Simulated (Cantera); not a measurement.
Charge: 1 mol Fe(CO)₅, 0.67 mol H₂, 4.6 mol N₂, at 775 °C.

Method: chemical equilibrium by Gibbs-energy minimisation in Cantera with the NASA 1993 tables (ideal gas, pure condensed phases). Candidate condensed phases: C, C₆H₆, C₇H₈, C₈H₁₈, Fe, Fe(CO)₅, FeO, Fe(OH)₂, Fe(OH)₃, Fe₂O₃, Fe₃O₄, H₂O; 140 gas species. The tables' stoichiometric FeO is somewhat more stable than real wüstite, so its field is too wide. FeO: taken at fixed stoichiometry. Kinetics and transport are ignored.

At 10.0 bar, list the 5 most abundant gas species with their mole fractions, and the condensed phases.

N₂ 0.568, CO 0.232, CO₂ 0.119, H₂ 0.0552, H₂O 0.0239. Condensed: C(graphite) + FeO(s).
